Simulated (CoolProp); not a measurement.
Model: reference Helmholtz-energy equation of state, Lemmon 2006, in CoolProp. It is a short technical equation, of lower accuracy than the large ones.

### Question
Give the vapour pressure (MPa), vapour density (kg/m³), enthalpy of vaporisation (kJ/kg) of saturated hydrogen sulfide at 228.7, 255.2 K.

### Answer
| T (K) | p (MPa) | vapour density (kg/m³) | enthalpy of vaporisation (kJ/kg) |
|---|---|---|---|
| 228.7 | 0.213 | 3.97 | 527 |
| 255.2 | 0.586 | 10.2 | 491 |
